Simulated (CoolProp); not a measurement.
Saturation properties of n-perfluorohexane.

Computed with CoolProp (reference Helmholtz-energy equation of state, Gao 2022).

| T (°C) | p (MPa) | liquid density (kg/m³) | vapour density (kg/m³) | enthalpy of vaporisation (kJ/kg) | liquid cp (kJ/(kg K)) |
|---|---|---|---|---|---|
| 38.25 | 0.05093 | 1637 | 6.908 | 89.66 | 1.068 |
| 52.25 | 0.08564 | 1594 | 11.33 | 85.85 | 1.090 |
| 66.35 | 0.1371 | 1548 | 17.80 | 81.79 | 1.113 |
| 80.45 | 0.2096 | 1500 | 26.98 | 77.44 | 1.138 |
| 94.55 | 0.3086 | 1448 | 39.77 | 72.69 | 1.165 |
| 108.65 | 0.4396 | 1390 | 57.45 | 67.42 | 1.197 |
| 122.75 | 0.6093 | 1324 | 82.08 | 61.42 | 1.238 |
| 136.85 | 0.8253 | 1245 | 117.4 | 54.32 | 1.297 |
| 150.95 | 1.098 | 1145 | 172.0 | 45.31 | 1.410 |

It boils at 57.1 °C under 1 atm.
